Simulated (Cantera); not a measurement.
Cantera run:

```python
import numpy as np
import cantera as ct

gas_names = """
    C CH CH2 CH3 CH4 C2 C2H C2H2,acetylene C2H2,vinylidene C2H3,vinyl C2H4 C2H5 C2H6 C3 C3H3,propargyl
    C3H4,allene C3H4,propyne C3H4,cyclo- C3H5,allyl C3H6,propylene C3H6,cyclo- C3H7,n-propyl
    C3H7,i-propyl C3H8 C4 C4H2 C4H4,1,3-cyclo- C4H6,butadiene C4H6,2-butyne C4H6,cyclo- C4H8,1-butene
    C4H8,cis2-buten C4H8,tr2-butene C4H8,isobutene C4H8,cyclo- C4H9,n-butyl C4H9,i-butyl C4H9,s-butyl
    C4H9,t-butyl C4H10,isobutane C4H10,n-butane C5 C5H6,1,3cyclo- C5H8,cyclo- C5H10,1-pentene
    C5H10,cyclo- C5H11,pentyl C5H11,t-pentyl C5H12,n-pentane C5H12,i-pentane CH3C(CH3)2CH3 C6H2
    C6H5,phenyl C6H6 C6H10,cyclo- C6H12,1-hexene C6H12,cyclo- C6H13,n-hexyl C7H7,benzyl C7H8
    C7H14,1-heptene C7H15,n-heptyl C7H16,n-heptane C8H8,styrene C8H10,ethylbenz C8H16,1-octene
    C8H17,n-octyl C8H18,isooctane C8H18,n-octane C9H19,n-nonyl C10H8,naphthale C10H21,n-decyl
    C12H9,o-bipheny C12H10,bipheny H H2 Si SiC SiC2 SiC4H12 SiH SiH2 SiH3 SiH4 Si2 Si2C Si3
""".split()
cond_names = """
    C(gr) C6H6(L) C7H8(L) C8H18(L),n-octa Si(cr) Si(L) SiC(b)
""".split()


def load(file, names, dense=False):
    # The tables refer to 1 bar. Condensed volumes are neglected.
    table = {s.name: s for s in ct.Species.list_from_file(file)}
    out = []
    for n in names:
        d = dict(table[n].input_data)
        d["thermo"] = dict(d["thermo"], **{"reference-pressure": 1e5})
        if dense:
            d["equation-of-state"] = {"model": "constant-volume", "density": "1e6 g/cm^3"}
        out.append(ct.Species.from_dict(d))
    return out


gas = ct.Solution(thermo="ideal-gas", species=load("nasa_gas.yaml", gas_names))
cond = {s.name: ct.Solution(thermo="fixed-stoichiometry", species=[s], name=s.name)
        for s in load("nasa_condensed.yaml", cond_names, dense=True)}
atoms = {
    'SiH4': {'Si': 1, 'H': 4},
    'C2H4': {'C': 2, 'H': 4},
    'H2': {'H': 2},
}
top_T = {'C(gr)': 4500, 'SiC(b)': 3050}  # K; cautious upper limits of use, not melting points


def equilibrate(T, P, feed):
    n = {}
    for name, mol in feed.items():
        for a, k in atoms[name].items():
            n[a] = n.get(a, 0.0) + k * mol
    gas.TPX = T, P, n
    mass = sum(n.values()) * gas.mean_molecular_weight
    gas.equilibrate("TP")
    valid = [c for c in cond.values() if c.min_temp <= T <= top_T.get(c.name, c.max_temp)]
    mix = ct.Mixture([(gas, mass / gas.mean_molecular_weight)] + [(c, 0.0) for c in valid])
    mix.T, mix.P = T, P
    mix.equilibrate("TP", solver="vcs", rtol=1e-11, max_steps=5000)
    return mix


results = []
feed = {'SiH4': 1, 'C2H4': 0.035, 'H2': 3.5}  # mol
P = 360  # Pa
for T in [2250, 2275, 2300, 2325, 2350, 2375, 2400, 2425, 2450]:
    mix = equilibrate(T, P, feed)
    results.append((T, P, feed, dict(zip(mix.species_names, mix.species_moles))))
    x = sorted(zip(gas.X, gas.species_names), reverse=True)
    print(f"T = {T:g} K  P = {P:g} Pa  gas = {mix.phase_moles(0):.4g} mol")
    print("   x: " + "  ".join(f"{s} {v:.3e}" for v, s in x if v > 1e-06))
    print("   condensed (mol): " + ("  ".join(f"{mix.phase(i).name} {mix.phase_moles(i):.4g}"
          for i in range(1, mix.n_phases) if mix.phase_moles(i) > 1e-12) or "none"))
```

Result:

```
T = 2250 K  P = 360 Pa  gas = 6.852 mol
   x: H2 7.575e-01  Si 1.213e-01  H 1.077e-01  Si2C 8.410e-03  SiH 2.549e-03  Si2 1.576e-03  SiC2 4.005e-04  Si3 2.220e-04  SiH2 2.093e-04  C2H2,acetylene 7.237e-05  SiC 2.276e-06
   condensed (mol): SiC(b) 0.005876
T = 2275 K  P = 360 Pa  gas = 6.912 mol
   x: H2 7.433e-01  H 1.220e-01  Si 1.214e-01  Si2C 8.482e-03  SiH 2.412e-03  Si2 1.313e-03  SiC2 6.916e-04  SiH2 1.825e-04  Si3 1.457e-04  C2H2,acetylene 1.275e-04  SiC 3.345e-06
   condensed (mol): none
T = 2300 K  P = 360 Pa  gas = 6.978 mol
   x: H2 7.279e-01  H 1.376e-01  Si 1.219e-01  Si2C 7.750e-03  SiH 2.292e-03  Si2 1.108e-03  SiC2 9.575e-04  C2H2,acetylene 1.790e-04  SiH2 1.599e-04  Si3 9.763e-05  SiC 4.398e-06  C2H 1.528e-06
   condensed (mol): none
T = 2325 K  P = 360 Pa  gas = 7.05 mol
   x: H2 7.113e-01  H 1.546e-01  Si 1.223e-01  Si2C 6.926e-03  SiH 2.176e-03  SiC2 1.257e-03  Si2 9.368e-04  C2H2,acetylene 2.377e-04  SiH2 1.400e-04  Si3 6.587e-05  SiC 5.617e-06  C2H 2.485e-06
   condensed (mol): none
T = 2350 K  P = 360 Pa  gas = 7.129 mol
   x: H2 6.933e-01  H 1.731e-01  Si 1.227e-01  Si2C 6.061e-03  SiH 2.062e-03  SiC2 1.570e-03  Si2 7.934e-04  C2H2,acetylene 2.996e-04  SiH2 1.225e-04  Si3 4.468e-05  SiC 6.976e-06  C2H 3.824e-06  C 1.441e-06
   condensed (mol): none
T = 2375 K  P = 360 Pa  gas = 7.216 mol
   x: H2 6.740e-01  H 1.930e-01  Si 1.228e-01  Si2C 5.203e-03  SiH 1.951e-03  SiC2 1.876e-03  Si2 6.723e-04  C2H2,acetylene 3.607e-04  SiH2 1.069e-04  Si3 3.042e-05  SiC 8.450e-06  C2H 5.604e-06  C 2.222e-06
   condensed (mol): none
T = 2400 K  P = 360 Pa  gas = 7.309 mol
   x: H2 6.535e-01  H 2.143e-01  Si 1.227e-01  Si2C 4.392e-03  SiC2 2.158e-03  SiH 1.842e-03  Si2 5.696e-04  C2H2,acetylene 4.173e-04  SiH2 9.316e-05  Si3 2.077e-05  SiC 1.001e-05  C2H 7.875e-06  C 3.340e-06
   condensed (mol): none
T = 2425 K  P = 360 Pa  gas = 7.411 mol
   x: H2 6.317e-01  H 2.371e-01  Si 1.224e-01  Si2C 3.657e-03  SiC2 2.405e-03  SiH 1.734e-03  Si2 4.823e-04  C2H2,acetylene 4.671e-04  SiH2 8.092e-05  Si3 1.420e-05  SiC 1.164e-05  C2H 1.068e-05  C 4.914e-06  C3 1.207e-06
   condensed (mol): none
T = 2450 K  P = 360 Pa  gas = 7.52 mol
   x: H2 6.087e-01  H 2.612e-01  Si 1.218e-01  Si2C 3.010e-03  SiC2 2.612e-03  SiH 1.628e-03  C2H2,acetylene 5.086e-04  Si2 4.079e-04  SiH2 7.008e-05  C2H 1.407e-05  SiC 1.332e-05  Si3 9.720e-06  C 7.094e-06  C3 1.849e-06
   condensed (mol): none
```

Method: chemical equilibrium by Gibbs-energy minimisation in Cantera with the NASA 1993 tables (ideal gas, pure condensed phases). Gases not in the tables: Si2H6 and higher silanes.
